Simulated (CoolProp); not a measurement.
Vapour-liquid equilibrium of C3F8 (R218) (1) + R134a (2) at 3.62 bar; x and y are mole fractions of (1).

The numbers come from the multi-fluid Helmholtz-energy mixture model, Lemmon 2006 and Tillner-Roth 1994; pair parameters Bell 2016 in CoolProp.

| x | bubble temperature, mixture model (°C) | bubble temperature, Raoult's law (°C) | y, mixture model | y, Raoult's law |
|---|---|---|---|---|
| 0.05 | 1.8 | 5.4 | 0.165 | 0.068 |
| 0.15 | -3.4 | 4.4 | 0.355 | 0.197 |
| 0.25 | -6.1 | 3.3 | 0.455 | 0.318 |
| 0.35 | -7.6 | 2.2 | 0.517 | 0.431 |
| 0.45 | -8.4 | 1.2 | 0.563 | 0.536 |
| 0.55 | -8.9 | 0.2 | 0.603 | 0.634 |
| 0.65 | -9.0 | -0.8 | 0.647 | 0.725 |
| 0.75 | -8.8 | -1.8 | 0.701 | 0.810 |
| 0.85 | -7.9 | -2.7 | 0.779 | 0.890 |
| 0.95 | -5.9 | -3.6 | 0.905 | 0.965 |

The largest gap from Raoult's law is -9.8 K in bubble temperature, at x = 0.35. y crosses x between x = 0.55 and 0.65: the model has an azeotrope there.

The pair parameters rest on a limited set of measurements; away from them the model extrapolates.
